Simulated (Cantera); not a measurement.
A Cantera script and its output.

```python
import numpy as np
import cantera as ct

gas = ct.Solution("h2o2.yaml")
gas.TPX = 1300, 1333, {'H2': 0.34, 'O2': 1, 'N2': 0.51}
reactor = ct.IdealGasConstPressureReactor(gas, energy="off", clone=False)
net = ct.ReactorNet([reactor])
net.rtol, net.atol = 1e-08, 1e-18
show = ['H2', 'O2', 'OH', 'O', 'HO2', 'H2O', 'H']
times = np.geomspace(0.0002, 6, 15)

steps = ct.SolutionArray(gas, extra=["t"])
rows = []
print(f"{'t/s':>10s}{'T/K':>9s}{'P/Pa':>11s}" + "".join(f"{s:>11s}" for s in show))
for t in times:
    while net.time < t:
        t_next = net.step()
        steps.append(gas.state, t=t_next)
    rows.append([np.interp(t, steps.t, y) for y in (steps.T, steps.P, *steps(*show).X.T)])
    print(f"{t:10.3e}{rows[-1][0]:9.1f}{rows[-1][1]:11.4g}" + "".join(f"{x:11.3e}" for x in rows[-1][2:]))
rate = np.gradient(steps.T, steps.t)
print("integrator steps:", len(steps.t))
if steps.T.max() > steps.T[0] + 200:
    print(f"time of steepest temperature rise: {steps.t[rate.argmax()]:.4e} s")
gas.TPX = 1300, 1333, {'H2': 0.34, 'O2': 1, 'N2': 0.51}
gas.equilibrate("TP")
print(f"equilibrium (TP): T = {gas.T:.1f} K  " + "  ".join(f"{s} {gas[s].X[0]:.3e}" for s in show))
```

It prints:

```
       t/s      T/K       P/Pa         H2         O2         OH          O        HO2        H2O          H
 2.000e-04   1300.0       1333  1.838e-01  5.405e-01  1.520e-07  2.205e-07  1.047e-07  5.276e-07  4.113e-07
 4.177e-04   1300.0       1333  1.838e-01  5.405e-01  5.053e-06  7.377e-06  2.389e-07  2.060e-05  1.342e-05
 8.722e-04   1300.0       1333  1.522e-01  5.231e-01  4.978e-03  7.888e-03  2.499e-06  2.208e-02  1.412e-02
 1.821e-03   1300.0       1333  1.053e-02  4.359e-01  1.124e-02  6.555e-02  4.263e-06  1.366e-01  6.347e-02
 3.804e-03   1300.0       1333  9.874e-03  4.402e-01  1.096e-02  6.083e-02  4.364e-06  1.423e-01  5.677e-02
 7.943e-03   1300.0       1333  8.774e-03  4.486e-01  1.042e-02  5.141e-02  4.539e-06  1.526e-01  4.478e-02
 1.659e-02   1300.0       1333  6.602e-03  4.622e-01  9.168e-03  3.603e-02  4.727e-06  1.690e-01  2.678e-02
 3.464e-02   1300.0       1333  3.459e-03  4.781e-01  6.732e-03  1.766e-02  4.537e-06  1.870e-01  9.316e-03
 7.234e-02   1300.0       1333  1.079e-03  4.887e-01  3.788e-03  5.334e-03  3.294e-06  1.976e-01  1.548e-03
 1.511e-01   1300.0       1333  2.420e-04  4.925e-01  1.798e-03  1.186e-03  1.515e-06  2.009e-01  1.622e-04
 3.155e-01   1300.0       1333  5.540e-05  4.935e-01  8.633e-04  2.718e-04  5.126e-07  2.018e-01  1.780e-05
 6.588e-01   1300.0       1333  1.513e-05  4.938e-01  4.525e-04  7.450e-05  1.720e-07  2.021e-01  2.555e-06
 1.376e+00   1300.0       1333  4.903e-06  4.939e-01  2.582e-04  2.423e-05  6.726e-08  2.022e-01  4.740e-07
 2.873e+00   1300.0       1333  1.809e-06  4.940e-01  1.571e-04  8.973e-06  3.508e-08  2.023e-01  1.068e-07
 6.000e+00   1300.0       1333  7.455e-07  4.940e-01  1.010e-04  3.706e-06  2.769e-08  2.023e-01  2.835e-08
integrator steps: 1858
equilibrium (TP): T = 1300.0 K  H2 2.179e-07  O2 4.940e-01  OH 5.460e-05  O 1.084e-06  HO2 3.438e-08  H2O 2.024e-01  H 4.502e-09
```

Cantera simulation using the H2/O2 subset of GRI-Mech 3.0, which has no nitrogen chemistry; the numbers are that mechanism's predictions, not measurements. Radical loss at walls, strong at low pressure, is not modelled. The temperature is held fixed by assumption; the heat of reaction is taken as removed at once.
